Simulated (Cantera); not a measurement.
A closed system holds: 1 mol TEOS, 0.32 mol NO, 5.2 mol H2, held at 43000 Pa.

Cantera equilibrium calculation (NASA polynomials, part measured and part estimated; ideal gas, pure solids and liquids). Candidate condensed phases: C, C6H6, C7H8, C8H18, H2O, Si, SiC, SiO2, Si2N2O, Si3N4; 151 gas species. The feed counts by its element totals alone. The tables hold silica as quartz up to 1696 K and as liquid above; real silica turns to tridymite and cristobalite and melts near 1996 K. Rates play no part.

Problem. Which condensed phases are stable at each of these points (T (°C)): 325, 375, 425, 475, 525, 575, 625, 675, 725, 775, 825, 875?

Solution. 
```csv
T (°C),condensed phases,Si condensed (%)
325,C(graphite) + SiO2(α-quartz),100.0
375,C(graphite) + SiO2(α-quartz),100.0
425,C(graphite) + SiO2(α-quartz),100.0
475,C(graphite) + SiO2(α-quartz),100.0
525,C(graphite) + SiO2(α-quartz),100.0
575,C(graphite) + SiO2(β-quartz),100.0
625,C(graphite) + SiO2(β-quartz),100.0
675,C(graphite) + SiO2(β-quartz),100.0
725,C(graphite) + SiO2(β-quartz),100.0
775,C(graphite) + SiO2(β-quartz),100.0
825,C(graphite) + SiO2(β-quartz),100.0
875,C(graphite) + SiO2(β-quartz),100.0
```

From 325 °C to 525 °C the condensed part is C(graphite) + SiO2(α-quartz). From 575 °C to 875 °C the condensed part is C(graphite) + SiO2(β-quartz).
